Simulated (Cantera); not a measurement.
A closed system holds: 1 mol PbO, a varied amount of H2, 36 mol N2, held at 473.15 K and 0.0100 bar.

These are equilibrium values from Cantera (NASA tables, ideal gas, pure condensed phases), not measurements of a reactor. Candidate condensed phases: H2O, Pb, PbO, PbO2, Pb3O4; 27 gas species. Rates play no part.

Q: At 1.9 mol H2, list the 4 most abundant gas species with their mole fractions, and the condensed phases.

A: N2 0.950, H2O 0.0264, H2 0.0237, NH3 2.23e-5. Condensed: Pb(s).
